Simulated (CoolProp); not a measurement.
Dry air at 399.51 K and 10.1 MPa is throttled through a valve to 1.24 MPa with no heat exchange. Each further row changes one setting.

Computed with CoolProp (reference Helmholtz-energy equation of state, Lemmon 2000). It is a pseudo-pure fit of the blend.

```
case                       temperature change (K)  final density (kg/m³)
-------------------------  ----------------------  ---------------------
as stated                                    -8.1                   11.0
outlet pressure 0.372 MPa                    -9.1                   3.32
outlet pressure 1.61 MPa                     -7.7                   14.3
```
